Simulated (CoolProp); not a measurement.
A Linde-Hampson liquefier for carbon monoxide: isothermal reversible compression at 250 K from 1 atm to 40 MPa, throttling to 1 atm, return gas leaving the recuperator 2 K below the feed. Each further row changes one setting.

The numbers come from the reference Helmholtz-energy equation of state, Lemmon 2006 in CoolProp. It is a short technical equation, of lower accuracy than the large ones.

```json
[
 {"case": "as stated", "liquid yield per pass": "___", "compression work (kJ/kg of gas)": "440"},
 {"case": "high pressure 80 MPa", "liquid yield per pass": "___", "compression work (kJ/kg of gas)": "___"},
 {"case": "warm-end temperature 280 K", "liquid yield per pass": "___", "compression work (kJ/kg of gas)": "___"},
 {"case": "warm-end gap 7 K", "liquid yield per pass": "0.156", "compression work (kJ/kg of gas)": "440"}
]
```

Task: Complete the blanks.

Result: 
- as stated, liquid yield per pass: 0.167
- high pressure 80 MPa, liquid yield per pass: 0.120
- high pressure 80 MPa, compression work (kJ/kg of gas): 517
- warm-end temperature 280 K, liquid yield per pass: 0.124
- warm-end temperature 280 K, compression work (kJ/kg of gas): 500
